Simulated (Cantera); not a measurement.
# Hydrogen reduction and annealing atmospheres: CuO + H2 + H2O

Charge: 1 mol CuO, 12 mol H2, 8.2 mol H2O, held at 93.0 Pa.

Cantera equilibrium calculation (NASA polynomials, part measured and part estimated; ideal gas, pure solids and liquids). Candidate condensed phases: Cu, CuO, Cu(OH)2, Cu2O, H2O; 12 gas species. Kinetics and transport are ignored.

```tsv
T (K)	log p H2	log p H2O	log p Cu	log p H	log p OH	n Cu(s)	n Cu(l)
948	-3.30	-3.37	-11.76	-10.93	-13.84	1.00	0
1048	-3.30	-3.37	-10.01	-9.76	-12.34	1.000	0
1148	-3.30	-3.37	-8.57	-8.79	-11.09	1.000	0
1248	-3.30	-3.37	-7.36	-7.98	-10.05	0.999	0
1348	-3.30	-3.37	-6.33	-7.28	-9.15	0.990	0
1448	-3.30	-3.37	-5.48	-6.68	-8.38	0	0.928
1548	-3.30	-3.38	-4.75	-6.16	-7.72	0	0.601
1648	-3.32	-3.39	-4.36	-5.71	-7.13	0	0
1748	-3.32	-3.40	-4.36	-5.30	-6.61	0	0
1848	-3.32	-3.40	-4.36	-4.94	-6.14	0	0
```
log p: log10 of the partial pressure in bar; n: condensed amount in mol.

From 948 K to 1348 K the condensed part is Cu(s). From 1448 K to 1548 K the condensed part is Cu(l). From 1648 K to 1848 K nothing is condensed.
